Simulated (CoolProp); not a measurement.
Properties of R365MFC along the isotherm 500 K.

Values from CoolProp's reference Helmholtz-energy equation of state, Lemmon 2016.

```csv
p (bar),phase,density (kg/m³),cp (kJ/(kg K)),cv (kJ/(kg K)),Joule-Thomson coefficient (K/MPa)
16.3,gas,68.03,1.388,1.276,7.023
32.7,supercritical,___,1.588,1.313,8.428
49,supercritical,341.6,2.357,___,9.162
65.3,supercritical,580.9,2.497,___,4.369
81.7,supercritical,___,2.067,1.362,2.068
98,supercritical,743.0,1.913,1.348,1.281
114,supercritical,781.7,1.834,1.341,0.8890
131,supercritical,813.4,1.782,1.337,0.6362
147,supercritical,837.6,1.747,1.334,___
163,supercritical,___,1.722,1.332,0.3586
```

### Question
What belongs in the gaps?

### Answer

- 32.7, density (kg/m³): 168.8
- 49, cv (kJ/(kg K)): 1.398
- 65.3, cv (kJ/(kg K)): 1.393
- 81.7, density (kg/m³): 686.2
- 147, Joule-Thomson coefficient (K/MPa): 0.4758
- 163, density (kg/m³): 858.3

The peak of cp marks the crossing from liquid-like to gas-like fluid above the critical point.
